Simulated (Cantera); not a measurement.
Input (Python, Cantera) and output of one run.

```python
import numpy as np
import cantera as ct

gas_names = [...]  # 109 gases of nasa_gas.yaml made of C, Cl, H, Si
cond_names = """
    C(gr) C6H6(L) C7H8(L) C8H18(L),n-octa Si(cr) Si(L) SiC(b)
""".split()


# ... load() reads the species with a 1 bar reference pressure and builds the phases ...
atoms = {
    'SiH2Cl2': {'Si': 1, 'H': 2, 'CL': 2},
    'C3H8': {'C': 3, 'H': 8},
    'H2': {'H': 2},
}
top_T = {'C(gr)': 4500, 'SiC(b)': 3050}  # K; cautious upper limits of use, not melting points


# ... equilibrate(T, P, feed) seeds the gas with the atoms and calls Mixture.equilibrate('TP', solver="vcs", rtol=1e-11, max_steps=5000) ...
results = []
feed = {'SiH2Cl2': 1, 'C3H8': 0.0067, 'H2': 46}  # mol
P = 90000  # Pa
for T in [1223, 1273, 1323, 1373, 1423, 1473, 1523, 1573, 1623, 1673]:
    mix = equilibrate(T, P, feed)
    results.append((T, P, feed, dict(zip(mix.species_names, mix.species_moles))))

top = {s: max(r[3][s] / sum(r[3][g] for g in gas_names) for r in results) for s in gas_names}
cols = sorted((s for s in top if top[s] > 1e-06), key=lambda s: -top[s])[:5]
seen = [c for c in cond_names if any(r[3].get(c, 0) > 1e-12 for r in results)]
print("log10 of partial pressures in bar; condensed amounts in mol")
print(f"{'T/K':>10s}" + "".join(f"{s[:9]:>10s}" for s in cols + seen))
for T, P, feed, n in results:
    ng = sum(n[g] for g in gas_names)
    print(f"{T:10.4g}" + "".join(f"{np.log10(max(n[s] / ng * P / 1e5, 1e-99)):10.3f}" for s in cols)
          + "".join(f"{n.get(c, 0):10.4g}" for c in seen))
```

It prints:

```
log10 of partial pressures in bar; condensed amounts in mol
       T/K        H2       HCL     SiCL2    SiHCL3     SiCL4    Si(cr)    SiC(b)
      1223    -0.058    -1.719    -2.993    -2.613    -2.764    0.6558   0.01905
      1273    -0.059    -1.648    -2.823    -2.755    -2.945    0.6989   0.01913
      1323    -0.060    -1.597    -2.697    -2.931    -3.173    0.7328   0.01919
      1373    -0.061    -1.565    -2.610    -3.137    -3.442    0.7559   0.01924
      1423    -0.062    -1.546    -2.551    -3.362    -3.737    0.7694   0.01929
      1473    -0.062    -1.536    -2.512    -3.594    -4.041    0.7761   0.01933
      1523    -0.062    -1.531    -2.485    -3.824    -4.343    0.7785   0.01936
      1573    -0.062    -1.528    -2.465    -4.047    -4.635    0.7785    0.0194
      1623    -0.062    -1.528    -2.449    -4.260    -4.915     0.777   0.01942
      1673    -0.062    -1.528    -2.437    -4.462    -5.182    0.7747   0.01945
```

Equilibrium computed with Cantera from the NASA thermochemical tables; the gas is ideal and each condensed phase is pure. Mutual solubility and eutectic melting of coexisting phases are not modelled. The tables' values for SiCl3 are old estimates; treat these amounts as uncertain. Gases not in the tables: Si2H6 and higher silanes.
